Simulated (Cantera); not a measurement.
Charge: 1 mol CO, 0.021 mol O2, 17 mol H2, equilibrated at 2675 K and 14.0 Pa.

Cantera equilibrium calculation (NASA polynomials, part measured and part estimated; ideal gas, pure solids and liquids). Candidate condensed phases: C, C6H6, C7H8, C8H18, H2O; 110 gas species. Rates play no part.

Q: What is the equilibrium state?

A: 
```
Item                                       Result
--------------------------------------  ---------
x(H)                                        0.924
x(H2)                                      0.0448
x(CO)                                      0.0298
x(O)                                      0.00115
x(OH)                                     8.69e-5
x(H2O)                                    1.69e-5
x(CO2)                                    1.68e-6
gas amount                              33.54 mol
log10 activity of C(graphite) (absent)      -6.74
```
